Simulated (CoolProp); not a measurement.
Ammonia along the isotherm 438.3 K: density (kg/m³) from the reference equation and from simpler models built on Tc = 405.6 K, pc = 11.36 MPa, ω = 0.256; each cubic takes its own stable root.

Values from CoolProp's reference Helmholtz-energy equation of state, Gao 2020.

```tsv
p (MPa)	phase	reference	ideal gas	van der Waals
4.37	gas	(withheld)	20.42	22.76
8.74	gas	54.33	40.84	53.06
13.1	supercritical	104.2	61.22	105.3
17.5	supercritical	209.6	81.78	198.8
21.9	supercritical	(withheld)	(withheld)	231.4
26.2	supercritical	357.9	122.4	249.1
30.6	supercritical	386.0	143.0	261.8
35	supercritical	406.1	163.6	271.8
39.3	supercritical	421.7	183.7	279.7
43.7	supercritical	434.9	204.2	286.7
48.1	supercritical	(withheld)	224.8	292.7
52.4	supercritical	455.9	244.9	297.9
56.8	supercritical	464.9	265.4	(withheld)
```

What belongs in the gaps?


- 4.37, reference: 23.07
- 21.9, reference: 312.8
- 21.9, ideal gas: 102.3
- 48.1, reference: 446.2
- 56.8, van der Waals: 302.8
